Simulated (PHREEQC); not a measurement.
PHREEQC input (Pitzer model, pitzer.dat):

```
SOLUTION 1
  temp 15
  units mol/kgw
  pH 7 charge
  Cl 0.16
  Ca 0.043
  Sr 0.037
END
USE solution 1
INCREMENTAL_REACTIONS false
REACTION 1
  H2O -1
  0 9.886 18.011 24.689 30.178 34.689 38.397 41.444
  43.949 46.007 47.699 49.089 50.232 51.172 51.944 52.578
  53.1 53.528 53.88 54.17 54.408 54.603 54.764 moles
EQUILIBRIUM_PHASES 1
  Portlandite 0 0
SELECTED_OUTPUT 1
  -reset false
  -pH true
  -pe true
  -ionic_strength true
  -water true
  -activities H2O
  -totals Ca Cl Sr
  -molalities H+ Ca+2 Sr+2 Cl- OH-
  -equilibrium_phases Portlandite
PRINT
  -reset false
END
```

Selected output (columns that matter, 14 of 23 rows; water left (kg) added in front):

```
water left (kg)	pH	mu	Ca	Cl	Sr	m_H+	m_Ca+2	m_Sr+2	m_Cl-	m_OH-	la_H2O
1	7.0965	0.24	0.043	0.16	0.037	1.0305e-07	0.043	0.037	0.16	1.0305e-07	-0.0016108
0.675514	7.0694	0.35529	0.063655	0.23686	0.054773	1.0967e-07	0.063655	0.054773	0.23686	1.0967e-07	-0.0023788
0.555203	7.0527	0.43227	0.077449	0.28818	0.066642	1.1338e-07	0.077449	0.066642	0.28818	1.1338e-07	-0.0028965
0.375043	7.0113	0.63993	0.11465	0.42662	0.098655	1.2161e-07	0.11465	0.098655	0.42662	1.2161e-07	-0.0043162
0.253345	6.9562	0.94732	0.16973	0.63155	0.14605	1.309e-07	0.16973	0.14605	0.63155	1.309e-07	-0.0064917
0.208215	6.9222	1.1527	0.20652	0.76844	0.1777	1.3588e-07	0.20652	0.1777	0.76844	1.3588e-07	-0.0080012
0.140655	6.8364	1.7063	0.30571	1.1375	0.26306	1.4615e-07	0.30571	0.26306	1.1375	1.4615e-07	-0.012332
0.0950203	6.7184	2.5258	0.45253	1.6839	0.38939	1.5596e-07	0.45253	0.38939	1.6839	1.5596e-07	-0.019553
0.0641769	6.5522	3.7397	0.67002	2.4931	0.57653	1.6368e-07	0.67002	0.57653	2.4931	1.6368e-07	-0.032308
0.0527548	6.444	4.5493	0.81509	3.0329	0.70136	1.6607e-07	0.81509	0.70136	3.0329	1.6607e-07	-0.042307
0.0356396	6.1564	6.7341	1.2065	4.4894	1.0382	1.666e-07	1.2065	1.0382	4.4894	1.666e-07	-0.075615
0.0240733	5.7361	9.9696	1.7862	6.6464	1.537	1.6046e-07	1.7862	1.537	6.6464	1.6046e-07	-0.1425
0.0197855	5.4577	12.13	2.1733	8.0867	1.8701	1.5515e-07	2.1733	1.8701	8.0867	1.5515e-07	-0.19899
0.0133718	4.7157	17.948	3.2157	11.965	2.767	1.4301e-07	3.2157	2.767	11.965	1.4301e-07	-0.39821
```

Species that the database lacks are ignored.
